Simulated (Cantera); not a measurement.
Charge: 1 mol Si, a varied amount of Cl₂, 1.3 mol H₂, equilibrated at 5.10 bar.

Points: T (K) = 723, 798, 873, 948, 1023, 1098, 1173, 1248, 1323, 1398, 1473, 1548, 1623; n(Cl2) (mol) = 0.5, 0.59, 0.71, 0.84, 1, 1.2, 1.4, 1.7, 2, 2.4, 2.8.

Cantera's Mixture.equilibrate('TP', solver="vcs", rtol=1e-11, max_steps=5000) on the NASA tables stopped like this:

```
ERROR: FAILURE its = 5001!

*******************************************************************************
CanteraError thrown by MultiPhase::equilibrate:
VCS solver failed. Return code: -1
*******************************************************************************
```

Question: What got this run through?

Answer: This is not unique; one that fits is The failure is numerical, not chemical. The same input converged with solver="gibbs", rtol=1e-10, max_steps=50000, and the result passed a check of the equilibrium conditions:
```
    723        0.5  Si(cr)
    723       0.59  Si(cr)
    723       0.71  Si(cr)
    723       0.84  Si(cr)
    723          1  Si(cr)
    723        1.2  Si(cr)
    723        1.4  Si(cr)
    723        1.7  Si(cr)
    723          2  gas only
    723        2.4  gas only
    723        2.8  gas only
    798        0.5  Si(cr)
    798       0.59  Si(cr)
    798       0.71  Si(cr)
    798       0.84  Si(cr)
    798          1  Si(cr)
    798        1.2  Si(cr)
    798        1.4  Si(cr)
    798        1.7  Si(cr)
    798          2  gas only
    798        2.4  gas only
    798        2.8  gas only
    873        0.5  Si(cr)
    873       0.59  Si(cr)
    873       0.71  Si(cr)
    873       0.84  Si(cr)
    873          1  Si(cr)
    873        1.2  Si(cr)
    873        1.4  Si(cr)
    873        1.7  Si(cr)
    873          2  gas only
    873        2.4  gas only
    873        2.8  gas only
    948        0.5  Si(cr)
    948       0.59  Si(cr)
    948       0.71  Si(cr)
    948       0.84  Si(cr)
    948          1  Si(cr)
    948        1.2  Si(cr)
    948        1.4  Si(cr)
    948        1.7  Si(cr)
    948          2  gas only
    948        2.4  gas only
    948        2.8  gas only
   1023        0.5  Si(cr)
   1023       0.59  Si(cr)
   1023       0.71  Si(cr)
   1023       0.84  Si(cr)
   1023          1  Si(cr)
   1023        1.2  Si(cr)
   1023        1.4  Si(cr)
   1023        1.7  Si(cr)
   1023          2  gas only
   1023        2.4  gas only
   1023        2.8  gas only
   1098        0.5  Si(cr)
   1098       0.59  Si(cr)
   1098       0.71  Si(cr)
   1098       0.84  Si(cr)
   1098          1  Si(cr)
   1098        1.2  Si(cr)
   1098        1.4  Si(cr)
   1098        1.7  Si(cr)
   1098          2  gas only
   1098        2.4  gas only
   1098        2.8  gas only
   1173        0.5  Si(cr)
   1173       0.59  Si(cr)
   1173       0.71  Si(cr)
   1173       0.84  Si(cr)
   1173          1  Si(cr)
   1173        1.2  Si(cr)
   1173        1.4  Si(cr)
   1173        1.7  Si(cr)
   1173          2  gas only
   1173        2.4  gas only
   1173        2.8  gas only
   1248        0.5  Si(cr)
   1248       0.59  Si(cr)
   1248       0.71  Si(cr)
   1248       0.84  Si(cr)
   1248          1  Si(cr)
   1248        1.2  Si(cr)
   1248        1.4  Si(cr)
   1248        1.7  Si(cr)
   1248          2  gas only
   1248        2.4  gas only
   1248        2.8  gas only
   1323        0.5  Si(cr)
   1323       0.59  Si(cr)
   1323       0.71  Si(cr)
   1323       0.84  Si(cr)
   1323          1  Si(cr)
   1323        1.2  Si(cr)
   1323        1.4  Si(cr)
   1323        1.7  Si(cr)
   1323          2  gas only
   1323        2.4  gas only
   1323        2.8  gas only
   1398        0.5  Si(cr)
   1398       0.59  Si(cr)
   1398       0.71  Si(cr)
   1398       0.84  Si(cr)
   1398          1  Si(cr)
   1398        1.2  Si(cr)
   1398        1.4  Si(cr)
   1398        1.7  Si(cr)
   1398          2  gas only
   1398        2.4  gas only
   1398        2.8  gas only
   1473        0.5  Si(cr)
   1473       0.59  Si(cr)
   1473       0.71  Si(cr)
   1473       0.84  Si(cr)
   1473          1  Si(cr)
   1473        1.2  Si(cr)
   1473        1.4  Si(cr)
   1473        1.7  Si(cr)
   1473          2  gas only
   1473        2.4  gas only
   1473        2.8  gas only
   1548        0.5  Si(cr)
   1548       0.59  Si(cr)
   1548       0.71  Si(cr)
   1548       0.84  Si(cr)
   1548          1  Si(cr)
   1548        1.2  Si(cr)
   1548        1.4  Si(cr)
   1548        1.7  Si(cr)
   1548          2  gas only
   1548        2.4  gas only
   1548        2.8  gas only
   1623        0.5  Si(cr)
   1623       0.59  Si(cr)
   1623       0.71  Si(cr)
   1623       0.84  Si(cr)
   1623          1  Si(cr)
   1623        1.2  Si(cr)
   1623        1.4  Si(cr)
   1623        1.7  gas only
   1623          2  gas only
   1623        2.4  gas only
   1623        2.8  gas only
```

The gas is ideal and each condensed phase is pure. The tables' values for SiCl3 are old estimates.
